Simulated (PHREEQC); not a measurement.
## Buffer

Consider water at 60 °C with 0.2 mol NaH2PO4 and 0.0013 mol NaF per kg of water. Closed to the air; pH follows from the charge balance.

Computed with PHREEQC (ion-association model, wateq4f.dat).

This is a speciation only: nothing precipitates in the calculation.

Task: What pH, ionic strength does the model give?

Result: pH 4.44; ionic strength 0.202 mol/kgw.

Task: In which forms is F present?

Result: F- 89 %, HF 6.2 %, NaF 4.9 % of the F.

H3PO4, which wateq4f.dat lacks, is added to it with the constant of phreeqc.dat. At this temperature some constants are extrapolated from 25 °C, and those without enthalpy data are left unchanged.
